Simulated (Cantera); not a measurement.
A closed system holds: 1 mol Pb, 0.99 mol O2, 38 mol N2, equilibrated at 1.00 bar.

These are equilibrium values from Cantera (NASA tables, ideal gas, pure condensed phases), not measurements of a reactor. Candidate condensed phases: Pb, PbO, PbO2, Pb3O4; 12 gas species. Gases not in the tables: (PbO)n polymers. Kinetics and transport are ignored.

Task: Which condensed phases are stable at each of these points (T (°C)): 402, 452, 502, 552, 602, 652, 702, 752, 802, 852, 902, 952, 1002, 1052?

Result: 
```csv
T (°C),condensed phases,Pb condensed (%)
402,PbO(red),100.0
452,PbO(red),100.0
502,PbO(yellow),100.0
552,PbO(yellow),100.0
602,PbO(yellow),100.0
652,PbO(yellow),100.0
702,PbO(yellow),100.0
752,PbO(yellow),100.0
802,PbO(yellow),100.0
852,PbO(yellow),100.0
902,PbO(l),99.8
952,PbO(l),99.6
1002,PbO(l),98.9
1052,PbO(l),97.3
```

From 402 °C to 452 °C the condensed part is PbO(red). From 502 °C to 852 °C the condensed part is PbO(yellow). From 902 °C to 1052 °C the condensed part is PbO(l).
